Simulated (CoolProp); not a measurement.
Vapour-liquid equilibrium of carbon dioxide (1) + CHF3 (R23) (2) at 2.98 MPa; x and y are mole fractions of (1).

The numbers come from the multi-fluid Helmholtz-energy mixture model, Span 1996 and Penoncello 2003; pair parameters Bell 2016 in CoolProp.

```csv
x,"bubble temperature, mixture model (K)","bubble temperature, Raoult's law (K)","y, mixture model","y, Raoult's law"
0.05,278.9,279.1,0.062,0.068
0.15,277.1,277.7,0.182,0.197
0.25,275.4,276.3,0.296,0.317
0.35,273.8,274.9,0.403,0.429
0.45,272.4,273.7,0.505,0.533
0.55,271.1,272.4,0.601,0.631
0.65,270.0,271.2,0.692,0.722
0.75,269.1,270.1,0.780,0.808
0.85,268.3,269.0,0.867,0.888
0.95,267.6,267.9,0.955,0.964
```

The largest gap from Raoult's law is -1.3 K in bubble temperature, at x = 0.55. No azeotrope shows between x = 0.05 and 0.95.

The pair parameters rest on a limited set of measurements; away from them the model extrapolates.
